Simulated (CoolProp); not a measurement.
Properties of toluene along the isotherm 156.95 °C (Tc = 318.6 °C, pc = 4.126 MPa, ω = 0.266).

Model: reference Helmholtz-energy equation of state, Lemmon 2006, in CoolProp. It is a short technical equation, of lower accuracy than the large ones.

```csv
p (MPa),phase,speed of sound (m/s),isothermal compressibility (1/MPa),expansivity (1/kK),fugacity coefficient
0.129,gas,196.6,8.037,2.621,0.9668
0.258,gas,189.8,4.196,2.995,0.9336
0.387,liquid,785.4,0.002901,1.585,0.7636
0.516,liquid,786.7,0.002889,1.581,0.5753
0.645,liquid,788.1,0.002877,1.576,0.4624
0.774,liquid,789.4,0.002865,1.572,0.3871
0.903,liquid,790.8,0.002853,1.568,0.3333
1.03,liquid,792.1,0.002841,1.564,0.2935
1.16,liquid,793.5,0.002830,1.560,0.2618
1.29,liquid,794.8,0.002818,1.556,0.2365
1.42,liquid,796.1,0.002807,1.552,0.2158
1.55,liquid,797.5,0.002795,1.548,0.1986
1.68,liquid,798.8,0.002784,1.544,0.1841
1.81,liquid,800.1,0.002773,1.540,0.1717
1.93,liquid,801.3,0.002763,1.536,0.1617
2.06,liquid,802.7,0.002752,1.532,0.1522
```
